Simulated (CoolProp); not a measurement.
Vapour-liquid equilibrium of acetone (1) + n-decane (2) at 125.65 °C; x and y are mole fractions of (1).

The numbers come from the multi-fluid Helmholtz-energy mixture model, Lemmon 2006 and Lemmon 2006; pair parameters Bell 2016 in CoolProp.

```json
[
 {"x": "0.05", "bubble pressure (MPa)": "0.07636", "y at the bubble point": "0.684", "dew pressure at overall composition x (MPa)": "0.02580", "liquid density (mol/L)": "4.695"},
 {"x": "0.2", "bubble pressure (MPa)": "0.2305", "y at the bubble point": "0.902", "dew pressure at overall composition x (MPa)": "0.03063", "liquid density (mol/L)": "5.205"},
 {"x": "0.35", "bubble pressure (MPa)": "0.3520", "y at the bubble point": "…", "dew pressure at overall composition x (MPa)": "0.03765", "liquid density (mol/L)": "5.815"},
 {"x": "0.5", "bubble pressure (MPa)": "0.4358", "y at the bubble point": "0.956", "dew pressure at overall composition x (MPa)": "0.04879", "liquid density (mol/L)": "6.564"},
 {"x": "0.65", "bubble pressure (MPa)": "0.5003", "y at the bubble point": "0.967", "dew pressure at overall composition x (MPa)": "…", "liquid density (mol/L)": "…"},
 {"x": "0.8", "bubble pressure (MPa)": "0.5670", "y at the bubble point": "0.978", "dew pressure at overall composition x (MPa)": "…", "liquid density (mol/L)": "8.779"},
 {"x": "0.95", "bubble pressure (MPa)": "0.6525", "y at the bubble point": "0.993", "dew pressure at overall composition x (MPa)": "0.4005", "liquid density (mol/L)": "10.56"}
]
```

Task: Some entries are withheld; supply them.

Result: 
- 0.35, y at the bubble point: 0.940
- 0.65, dew pressure at overall composition x (MPa): 0.06921
- 0.65, liquid density (mol/L): 7.514
- 0.8, dew pressure at overall composition x (MPa): 0.1189

No azeotrope shows between x = 0.05 and 0.95.

Pair parameters are fitted to limited data, so mixtures are less certain than the pure fluids.
